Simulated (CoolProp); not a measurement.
Saturation properties of C3F8 (R218).

The numbers come from the reference Helmholtz-energy equation of state, Lemmon 2006 in CoolProp. It is a short technical equation, of lower accuracy than the large ones.

```csv
T (°C),p (kPa),vapour density (kg/m³),liquid viscosity (µPa s)
-111.15,0.5023,…,2310
-100.15,1.561,0.2047,1650
-89.15,…,…,1230
-78.05,9.685,1.135,949
-67.05,20.22,2.259,753
-56.05,38.65,4.141,610
-45.05,68.62,7.093,501
-33.95,115.0,11.54,…
-22.95,182.0,17.87,348
-11.95,275.6,…,294
-0.85,403.2,38.73,248
10.15,…,54.85,210
```

Fill in the missing entries.


- -111.15, vapour density (kg/m³): 0.07022
- -89.15, p (kPa): 4.135
- -89.15, vapour density (kg/m³): 0.5112
- -33.95, liquid viscosity (µPa s): 416
- -11.95, vapour density (kg/m³): 26.65
- 10.15, p (kPa): 568.9

It boils at -36.8 °C under 1 atm.

Viscosity comes from a separate model (Huber 2003), an estimate that may be off by 10 % or more.
